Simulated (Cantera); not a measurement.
**Thermodynamics of abatement and gas-phase synthesis, feed H₂O + SO₂ + O₂ + H₂**

Charge: 1 mol H₂O, 0.004 mol SO₂, 9.8 mol O₂, 4.6 mol H₂, at 60.0 Pa.

These are equilibrium values from Cantera (NASA tables, ideal gas, pure condensed phases), not measurements of a reactor. Candidate condensed phases: H₂O, H₂SO₄, S; 19 gas species. Equilibrium is a limit: real reactors are often held back by kinetics, nucleation or transport.

| T (K) | x O₂ | x H₂O | x O | x H | x OH | x H₂ | x SO₂ |
|---|---|---|---|---|---|---|---|
| 1450 | 0.572 | 0.427 | 6.20e-5 | 1.80e-6 | 0.000846 | 2.18e-5 | 0.000305 |
| 1550 | 0.571 | 0.426 | 0.000242 | 1.17e-5 | 0.00202 | 8.31e-5 | 0.000305 |
| 1650 | 0.570 | 0.424 | 0.000798 | 6.09e-5 | 0.00433 | 0.000269 | 0.000305 |
| 1750 | 0.567 | 0.421 | 0.00230 | 0.000262 | 0.00849 | 0.000760 | 0.000304 |
| 1850 | 0.562 | 0.414 | 0.00590 | 0.000961 | 0.0154 | 0.00191 | 0.000302 |
| 1950 | 0.552 | 0.401 | 0.0137 | 0.00307 | 0.0259 | 0.00432 | 0.000298 |
| 2050 | 0.534 | 0.379 | 0.0290 | 0.00870 | 0.0408 | 0.00882 | 0.000291 |
| 2150 | 0.504 | 0.341 | 0.0566 | 0.0220 | 0.0595 | 0.0163 | 0.000276 |
| 2250 | 0.458 | 0.285 | 0.102 | 0.0494 | 0.0795 | 0.0266 | 0.000251 |
| 2350 | 0.393 | 0.208 | 0.169 | 0.0982 | 0.0947 | 0.0372 | 0.000212 |
| 2450 | 0.311 | 0.124 | 0.257 | 0.169 | 0.0969 | 0.0422 | 0.000161 |
| 2550 | 0.224 | 0.0564 | 0.356 | 0.244 | 0.0822 | 0.0367 | 0.000105 |
x: gas mole fraction; nothing condenses.

From 1450 K to 2550 K nothing is condensed.
